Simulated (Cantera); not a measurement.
Input: 1 mol H₂O, 0.022 mol O₂, 0.29 mol H₂, equilibrated at 1.00 bar.

Equilibrium computed with Cantera from the NASA thermochemical tables; the gas is ideal and each condensed phase is pure. Candidate condensed phases: H₂O; 9 gas species. Equilibrium is a limit: real reactors are often held back by kinetics, nucleation or transport.

log p: log10 of the partial pressure in bar; nothing condenses.

| T (°C) | log p H₂O | log p H₂ | log p H | log p OH | log p O₂ | log p O |
|---|---|---|---|---|---|---|
| 1575 | -0.09 | -0.72 | -3.64 | -4.14 | -6.90 | -7.17 |
| 1675 | -0.09 | -0.72 | -3.31 | -3.72 | -6.17 | -6.44 |
| 1775 | -0.09 | -0.72 | -3.01 | -3.35 | -5.52 | -5.78 |
| 1875 | -0.09 | -0.72 | -2.74 | -3.00 | -4.92 | -5.17 |
| 1975 | -0.09 | -0.72 | -2.49 | -2.69 | -4.38 | -4.63 |
| 2075 | -0.10 | -0.72 | -2.27 | -2.41 | -3.88 | -4.12 |
| 2175 | -0.10 | -0.72 | -2.06 | -2.15 | -3.43 | -3.67 |
| 2275 | -0.11 | -0.72 | ? | ? | ? | ? |
| 2375 | -0.12 | -0.72 | ? | ? | ? | ? |
| 2475 | -0.13 | -0.71 | -1.52 | -1.52 | -2.35 | -2.53 |
| 2575 | -0.16 | -0.69 | -1.36 | -1.36 | -2.09 | -2.23 |
| 2675 | -0.19 | -0.68 | -1.21 | -1.22 | -1.88 | -1.97 |
| 2775 | -0.24 | -0.66 | -1.07 | -1.11 | -1.72 | -1.74 |

**Question.** What belongs in the gaps?

**Answer.** 
- 2275, log p H: -1.87
- 2275, log p OH: -1.92
- 2275, log p O₂: -3.02
- 2275, log p O: -3.25
- 2375, log p H: -1.69
- 2375, log p OH: -1.70
- 2375, log p O₂: -2.66
- 2375, log p O: -2.87
